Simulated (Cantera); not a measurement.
Input: 1 mol Pb, 5.5 mol CO2, 2.8 mol H2, at 1150 K and 100000 Pa.

Equilibrium computed with Cantera from the NASA thermochemical tables; the gas is ideal and each condensed phase is pure. Candidate condensed phases: C, C6H6, C7H8, C8H18, H2O, Pb, PbO, PbO2, Pb3O4; 113 gas species. Rates play no part.

Base state: CO2 0.430, H2O 0.232, CO 0.232, H2 0.105, Pb 0.000290 (mole fractions); condensed: Pb(l).

### Question
What changes in the equilibrium state with this change: temperature from 1150 K to 1875 K?

### Answer
```csv
species,before,after
CO2,0.430,0.336
CO,0.232,0.256
H2O,0.232,0.254
Pb,0.000290,0.106
H2,0.105,0.0470
PbO,1.21e-8,0.00159
OH,<1e-9,5.99e-5
"Pb(l), mol",0.998,0
```
Gases not in the tables: (PbO)n polymers.
